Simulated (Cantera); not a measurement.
Charge: 1 mol FeS, 5.2 mol H₂, held at 1452 °C and 0.443 Torr.

Method: chemical equilibrium by Gibbs-energy minimisation in Cantera with the NASA 1993 tables (ideal gas, pure condensed phases). Candidate condensed phases: Fe, FeS, FeS₂, S; 8 gas species. Equilibrium is a limit: real reactors are often held back by kinetics, nucleation or transport.

Base state: H₂ 0.880, S₂ 0.0753, Fe 0.0160, SH 0.00905, H₂S 0.00825, H 0.00717, S 0.00446 (mole fractions); condensed: Fe(δ).

Task: What changes in the equilibrium state with this change: temperature from 1452 °C to 1827 °C?

Result: 
```csv
species,before,after
H₂,0.880,0.658
Fe,0.0160,0.138
H,0.00717,0.104
S,0.00446,0.0474
S₂,0.0753,0.0377
SH,0.00905,0.0139
H₂S,0.00825,0.00141
"Fe(δ), mol",0.907,0
```

Task: What changes in the equilibrium state with this change: temperature from 1452 °C to 1525 °C?

Result: 
| species | before | after |
|---|---|---|
| H₂ | 0.880 | 0.843 |
| S₂ | 0.0753 | 0.0705 |
| Fe | 0.0160 | 0.0486 |
| H | 0.00717 | 0.0133 |
| SH | 0.00905 | 0.0106 |
| S | 0.00446 | 0.00800 |
| H₂S | 0.00825 | 0.00592 |
| Fe(δ), mol | 0.907 | 0.706 |
